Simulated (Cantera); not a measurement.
Feed: 1 mol SiH4, 0.29 mol H2O, 88 mol N2, equilibrated at 860 Pa.

Method: chemical equilibrium by Gibbs-energy minimisation in Cantera with the NASA 1993 tables (ideal gas, pure condensed phases). Candidate condensed phases: H2O, Si, SiO2, Si2N2O, Si3N4; 35 gas species. N2 is the only nitrogen source here; it is nearly inert below about 1500 K, so the nitride shown seldom forms there in practice. Mutual solubility and eutectic melting of coexisting phases are not modelled. Kinetics and transport are ignored.

Task: At 1175 °C, list the 3 most abundant gas species with their mole fractions, and the condensed phases.

Result: N2 0.974, H2 0.0255, H 1.59e-5. Condensed: Si2N2O(s) + Si3N4(s).
